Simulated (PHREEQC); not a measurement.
A made-up water analysis in mmol/kgw, 70 °C, pH 7.54:

```csv
constituent,mmol/kgw
Na,490
K,0.332
Ca,3.36
Mg,9.63
Cl,512
S(6),11.9
Alkalinity (meq/kgw),0.736
B,0.24
Si,1.5
```

Valence states are taken as typed.

The numbers come from PHREEQC with the Pitzer model, pitzer.dat.

```
quantity             before     after
-----------------  --------  --------
HCO3- (mol/kgw)    0.000637  0.000685
H3SiO4- (mol/kgw)   5.14e-5   2.62e-5
CO2 (mol/kgw)       2.03e-5   4.36e-5
CO3-2 (mol/kgw)     8.91e-6   4.80e-6
MgOH+ (mol/kgw)     3.53e-6   1.77e-6
MgCO3 (mol/kgw)     3.38e-6   1.82e-6
```

### Question
Name the change that produced these shifts.
A. pH from 7.54 to 7.24 at the same alkalinity
B. Cl from 512 to 1540 mmol/kgw
C. temperature from 70 to 15 °C at the same typed pH

### Answer
A, pH from 7.54 to 7.24 at the same alkalinity

This is a speciation only: nothing precipitates in the calculation. Away from 25 °C the constants follow the database's enthalpies or fits; those with neither stay at their 25 °C values.
